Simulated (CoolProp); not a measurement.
A Linde-Hampson liquefier for methane: isothermal reversible compression at 250 K from 1 atm to 25 MPa, throttling to 1 atm, return gas leaving the recuperator 10 K below the feed. Each further row changes one setting.

The numbers come from the reference Helmholtz-energy equation of state, Setzmann 1991 in CoolProp.

| case | liquid yield per pass | compression work (kJ/kg of gas) |
|---|---|---|
| as stated | 0.327 | 634 |
| high pressure 50 MPa | 0.331 | 720 |
| warm-end temperature 280 K | 0.245 | 740 |
| warm-end gap 15 K | 0.317 | 634 |
